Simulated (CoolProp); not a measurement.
The numbers come from the reference Helmholtz-energy equation of state, Span 2003 in CoolProp. It is a short technical equation, of lower accuracy than the large ones.

**Question.** For n-heptane, give the phase and the density (kg/m³), cp (kJ/(kg K)), isothermal compressibility (1/MPa), expansivity (1/kK) at 90.05 °C and 2.1 bar; 104.85 °C and 50.8 bar; 92.15 °C and 45.3 bar.

**Answer.** 
- 90.05 °C and 2.1 bar: liquid; density 622, cp 2.52, isothermal compressibility 0.00266, expansivity 1.50
- 104.85 °C and 50.8 bar: liquid; density 617, cp 2.56, isothermal compressibility 0.00268, expansivity 1.45
- 92.15 °C and 45.3 bar: liquid; density 627, cp 2.51, isothermal compressibility 0.00241, expansivity 1.41
